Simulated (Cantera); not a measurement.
An isothermal, constant-pressure homogeneous reactor starts with 28.6 % CH4, 71.4 % H2O, at 1473 K and 14.0 bar.

Cantera simulation using GRI-Mech 3.0 (53 species, 325 reactions); the numbers are that mechanism's predictions, not measurements. The pressure lies above the range GRI-Mech 3.0 was tuned for (to about 10 atm).

### Question
Predict: x(CH4) at 40.0 s; x(H2O) at 40.0 s; x(HCO) at 40.0 s; x(CH3) at 40.0 s; x(CH2CO) at 40.0 s; x(C2H4) at 40.0 s.

### Answer
| Property | Value |
|---|---|
| x(CH4) at 40.0 s | 0.0677 (gas-phase equilibrium 0.000139) |
| x(H2O) at 40.0 s | 0.346 (gas-phase equilibrium 0.246) |
| x(HCO) at 40.0 s | 6.00e-9 (gas-phase equilibrium 1.00e-8) |
| x(CH3) at 40.0 s | 6.93e-6 (gas-phase equilibrium 1.26e-8) |
| x(CH2CO) at 40.0 s | 2.74e-7 (gas-phase equilibrium 5.66e-10) |
| x(C2H4) at 40.0 s | 0.000464 (gas-phase equilibrium 1.20e-9) |
